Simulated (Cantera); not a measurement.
Input: 1 mol SiH₄, 4.9 mol O₂, 75 mol H₂, held at 0.00300 bar.

Cantera equilibrium calculation (NASA polynomials, part measured and part estimated; ideal gas, pure solids and liquids). Candidate condensed phases: H₂O, Si, SiO₂; 18 gas species. The tables hold silica as quartz up to 1696 K and as liquid above; real silica turns to tridymite and cristobalite and melts near 1996 K. The numbers say what is thermodynamically allowed, not how fast it happens.

Task: Which condensed phases are stable at each of these points (T (°C)): 600, 675, 750, 825, 900, 975, 1050, 1125, 1200, 1275, 1350, 1425?

Result: 
| T (°C) | condensed phases | Si condensed (%) |
|---|---|---|
| 600 | SiO₂(β-quartz) | 100.0 |
| 675 | SiO₂(β-quartz) | 100.0 |
| 750 | SiO₂(β-quartz) | 100.0 |
| 825 | SiO₂(β-quartz) | 100.0 |
| 900 | SiO₂(β-quartz) | 100.0 |
| 975 | SiO₂(β-quartz) | 100.0 |
| 1050 | SiO₂(β-quartz) | 100.0 |
| 1125 | SiO₂(β-quartz) | 100.0 |
| 1200 | SiO₂(β-quartz) | 100.0 |
| 1275 | SiO₂(β-quartz) | 99.9 |
| 1350 | SiO₂(β-quartz) | 99.0 |
| 1425 | SiO₂(condensed) | 94.0 |

From 600 °C to 1350 °C the condensed part is SiO₂(β-quartz). At 1425 °C the condensed part is SiO₂(condensed).
